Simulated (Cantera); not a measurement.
An adiabatic, constant-volume homogeneous reactor starts with CH3OH : O2 : N2 = 1 : 1.07 : 4.03 (molar parts), equivalence ratio 1.4, at 1573 K and 28000 Pa.

Cantera simulation using GRI-Mech 3.0 (53 species, 325 reactions); the numbers are that mechanism's predictions, not measurements. GRI-Mech 3.0 was tuned for natural gas; its chemistry of methanol as a main component is partial and can be far from experiment.

Predict: time of steepest temperature rise; temperature at 0.200 s; equilibrium temperature; x(O2) at 0.200 s; x(O) at 0.200 s; x(H2O) at 0.200 s; x(NO2) at 0.200 s.


| Property | Value |
|---|---|
| time of steepest temperature rise | 0.313 ms |
| temperature at 0.200 s | 2807 K |
| equilibrium temperature | 2807 K |
| x(O2) at 0.200 s | 0.00941 (gas-phase equilibrium 0.00941) |
| x(O) at 0.200 s | 0.00701 (gas-phase equilibrium 0.00701) |
| x(H2O) at 0.200 s | 0.190 (gas-phase equilibrium 0.190) |
| x(NO2) at 0.200 s | 7.20e-7 (gas-phase equilibrium 7.20e-7) |
